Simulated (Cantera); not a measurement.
**PbO + H2 (hydrogen reduction and annealing atmospheres)**

Charge: 1 mol PbO, 0.67 mol H2, equilibrated at 0.0133 bar.

Cantera equilibrium calculation (NASA polynomials, part measured and part estimated; ideal gas, pure solids and liquids). Candidate condensed phases: H2O, Pb, PbO, PbO2, Pb3O4; 12 gas species. Each liquid is taken as pure. Mutual solubility and eutectic melting of coexisting phases are not modelled. Gases not in the tables: (PbO)n polymers. Equilibrium is a limit: real reactors are often held back by kinetics, nucleation or transport.

```csv
T (°C),log p H2O,log p Pb,log p PbO,log p O2,log p OH,log p H2,log p H,n Pb(l),n PbO(l)
1027,-1.99,-2.58,-3.35,-7.49,-7.18,-5.30,-8.61,0.498,0.301
1077,-2.13,-2.31,-2.98,-6.94,-6.87,-5.35,-8.30,0.227,0.236
1127,-2.26,-2.26,-2.65,-6.03,-6.48,-5.59,-8.11,0,0.0598
1177,-2.27,-2.27,-2.58,-5.53,-6.15,-5.53,-7.79,0,0
1227,-2.27,-2.27,-2.58,-5.23,-5.88,-5.38,-7.44,0,0
1277,-2.27,-2.27,-2.58,-4.95,-5.63,-5.24,-7.12,0,0
1327,-2.27,-2.27,-2.59,-4.69,-5.39,-5.11,-6.82,0,0
1377,-2.27,-2.27,-2.59,-4.46,-5.17,-4.98,-6.53,0,0
1427,-2.28,-2.27,-2.60,-4.24,-4.97,-4.85,-6.26,0,0
1477,-2.28,-2.26,-2.61,-4.05,-4.78,-4.73,-6.00,0,0
1527,-2.28,-2.26,-2.63,-3.88,-4.60,-4.61,-5.75,0,0
1577,-2.28,-2.25,-2.65,-3.74,-4.44,-4.49,-5.51,0,0
1627,-2.29,-2.24,-2.68,-3.61,-4.29,-4.37,-5.28,0,0
```
log p: log10 of the partial pressure in bar; n: condensed amount in mol.

From 1027 °C to 1077 °C the condensed part is Pb(l) + PbO(l). At 1127 °C the condensed part is PbO(l). From 1177 °C to 1627 °C nothing is condensed.
